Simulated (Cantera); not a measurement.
Feed: 1 mol SiH2Cl2, 0.03 mol HCl, 5.3 mol H2, 0.016 mol C3H8, held at 0.510 bar.

These are equilibrium values from Cantera (NASA tables, ideal gas, pure condensed phases), not measurements of a reactor. Candidate condensed phases: C, C6H6, C7H8, C8H18, Si, SiC; 109 gas species. Mutual solubility and eutectic melting of coexisting phases are not modelled. Gases not in the tables: Si2H6 and higher silanes. Equilibrium is a limit: real reactors are often held back by kinetics, nucleation or transport.

Question: Which condensed phases are stable at each of these points (T (K)): 1398, 1498, 1598, 1698, 1798, 1898, 1998, 2098, 2198, 2298, 2398?

Answer: 
| T (K) | condensed phases | Si condensed (%) |
|---|---|---|
| 1398 | Si(s) + SiC(s) | 50.9 |
| 1498 | Si(s) + SiC(s) | 49.0 |
| 1598 | Si(s) + SiC(s) | 47.2 |
| 1698 | Si(l) + SiC(s) | 46.1 |
| 1798 | Si(l) + SiC(s) | 48.2 |
| 1898 | Si(l) + SiC(s) | 50.2 |
| 1998 | Si(l) + SiC(s) | 52.0 |
| 2098 | Si(l) + SiC(s) | 53.6 |
| 2198 | Si(l) + SiC(s) | 54.6 |
| 2298 | Si(l) + SiC(s) | 54.6 |
| 2398 | Si(l) + SiC(s) | 52.7 |

From 1398 K to 1598 K the condensed part is Si(s) + SiC(s). From 1698 K to 2398 K the condensed part is Si(l) + SiC(s).
